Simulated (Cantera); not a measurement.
Input: 1 mol Al, 0.45 mol NH₃, 5.3 mol N₂, held at 1.33 mbar.

Equilibrium computed with Cantera from the NASA thermochemical tables; the gas is ideal and each condensed phase is pure. Candidate condensed phases: Al, AlN; 13 gas species. Kinetics and transport are ignored.

Q: Which condensed phases are stable at each of these points (T (K)): 1200, 1275, 1350, 1425, 1500, 1575, 1650, 1725, 1800, 1875, 1950, 2025, 2100, 2175?

A: 
```json
[
 {"T (K)": "1200", "condensed phases": "AlN(s)", "Al condensed (%)": "100.0"},
 {"T (K)": "1275", "condensed phases": "AlN(s)", "Al condensed (%)": "100.0"},
 {"T (K)": "1350", "condensed phases": "AlN(s)", "Al condensed (%)": "100.0"},
 {"T (K)": "1425", "condensed phases": "AlN(s)", "Al condensed (%)": "100.0"},
 {"T (K)": "1500", "condensed phases": "AlN(s)", "Al condensed (%)": "100.0"},
 {"T (K)": "1575", "condensed phases": "AlN(s)", "Al condensed (%)": "100.0"},
 {"T (K)": "1650", "condensed phases": "AlN(s)", "Al condensed (%)": "99.9"},
 {"T (K)": "1725", "condensed phases": "AlN(s)", "Al condensed (%)": "99.4"},
 {"T (K)": "1800", "condensed phases": "AlN(s)", "Al condensed (%)": "96.2"},
 {"T (K)": "1875", "condensed phases": "AlN(s)", "Al condensed (%)": "77.9"},
 {"T (K)": "1950", "condensed phases": "gas only", "Al condensed (%)": "0.0"},
 {"T (K)": "2025", "condensed phases": "gas only", "Al condensed (%)": "0.0"},
 {"T (K)": "2100", "condensed phases": "gas only", "Al condensed (%)": "0.0"},
 {"T (K)": "2175", "condensed phases": "gas only", "Al condensed (%)": "0.0"}
]
```

From 1200 K to 1875 K the condensed part is AlN(s). From 1950 K to 2175 K nothing is condensed.
